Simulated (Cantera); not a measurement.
Input: 1 mol SiHCl₃, 0.055 mol HCl, 91 mol N₂, at 10.0 mbar.

These are equilibrium values from Cantera (NASA tables, ideal gas, pure condensed phases), not measurements of a reactor. Candidate condensed phases: NH₄Cl, Si, Si₃N₄; 28 gas species. N₂ is the only nitrogen source here; it is nearly inert below about 1500 K, so the nitride shown seldom forms there in practice. The numbers say what is thermodynamically allowed, not how fast it happens.

### Question
What share of the Si ends up in condensed phases as a function of T (K), at 825, 900, 975, 1050, 1125, 1200, 1275, 1350, 1425, 1500, 1575, 1650, 1725?

### Answer
```
T (K)  Si condensed (%)        as
-----  ----------------  --------
825                47.4  Si₃N₄(s)
900                47.8  Si₃N₄(s)
975                48.1  Si₃N₄(s)
1050               48.2  Si₃N₄(s)
1125               48.1  Si₃N₄(s)
1200               47.0  Si₃N₄(s)
1275               42.6  Si₃N₄(s)
1350               30.7  Si₃N₄(s)
1425               12.2  Si₃N₄(s)
1500                0.0         -
1575                0.0         -
1650                0.0         -
1725                0.0         -
```
